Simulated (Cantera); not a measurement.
A closed system holds: 1 mol FeS, 1.1 mol SO₃, 0.086 mol H₂O, equilibrated at 1325 °C and 0.0120 bar.

These are equilibrium values from Cantera (NASA tables, ideal gas, pure condensed phases), not measurements of a reactor. Candidate condensed phases: Fe, FeO, Fe(OH)₂, Fe(OH)₃, FeS, FeSO₄, FeS₂, Fe₂O₃, Fe₂(SO₄)₃, Fe₃O₄, H₂O, H₂SO₄, S; 22 gas species. The tables' stoichiometric FeO is somewhat more stable than real wüstite, so its field is too wide. FeO: taken at fixed stoichiometry. Kinetics and transport are ignored.

Question: What is the equilibrium state?

Answer: 
```
Quantity                              Value
--------------------------------  ---------
x(SO₂)                                0.655
x(S₂)                                 0.262
x(H₂O)                               0.0412
x(SO)                                0.0273
x(H₂)                               0.00718
x(S₂O)                              0.00480
x(SH)                               0.00101
x(H₂S)                             0.000936
x(S)                               0.000554
n(FeO(s))                         1.000 mol
gas amount                        1.724 mol
log10 activity of Fe(γ) (absent)      -1.10
log10 activity of S(l) (absent)       -2.56
```
